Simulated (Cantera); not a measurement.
Input: 1 mol Si, 1.8 mol Cl2, 2.3 mol H2, at 327 °C.

Method: chemical equilibrium by Gibbs-energy minimisation in Cantera with the NASA 1993 tables (ideal gas, pure condensed phases). Candidate condensed phases: Si; 19 gas species. Kinetics and transport are ignored.

Q: At 15.0 bar, list the 6 most abundant gas species with their mole fractions, and the condensed phases.

A: H2 0.677, SiCl4 0.197, SiHCl3 0.121, SiH2Cl2 0.00375, HCl 3.02e-5, SiH3Cl 2.26e-5. Condensed: gas only.
